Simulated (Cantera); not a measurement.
Input: 1 mol (CH3)2SiCl2, 0.063 mol C2H2, 3.3 mol H2, held at 1802 °C and 1000 Pa.

Cantera equilibrium calculation (NASA polynomials, part measured and part estimated; ideal gas, pure solids and liquids). Candidate condensed phases: C, C6H6, C7H8, C8H18, Si, SiC; 109 gas species. The feed counts by its element totals alone. The tables' values for SiCl, SiCl3 are old estimates; treat these amounts as uncertain. Rates play no part.

Base state: H2 0.721, HCl 0.237, H 0.0226, SiCl2 0.0123, Cl 0.00549, C2H2 (acetylene) 0.000894, Si 0.000730, SiCl 0.000427 (mole fractions); condensed: C(graphite) + SiC(s).

Problem. What changes in the equilibrium state with this change: (CH3)2SiCl2 replaced by SiCl4?

Solution. 
```json
[
 {"species": "H2", "before": "0.721", "after": "0.406"},
 {"species": "HCl", "before": "0.237", "after": "0.404"},
 {"species": "SiCl2", "before": "0.0123", "after": "0.154"},
 {"species": "Cl", "before": "0.00549", "after": "0.0125"},
 {"species": "H", "before": "0.0226", "after": "0.0170"},
 {"species": "SiCl4", "before": "3.13e-7", "after": "2.03e-5"},
 {"species": "SiCl3", "before": "6.10e-5", "after": "0.00175"},
 {"species": "C2H2 (acetylene)", "before": "0.000894", "after": "8.52e-5"},
 {"species": "C(graphite), mol", "before": "1.21", "after": "0"},
 {"species": "SiC(s), mol", "before": "0.898", "after": "0.125"}
]
```
Gases not in the tables: Si2H6 and higher silanes.
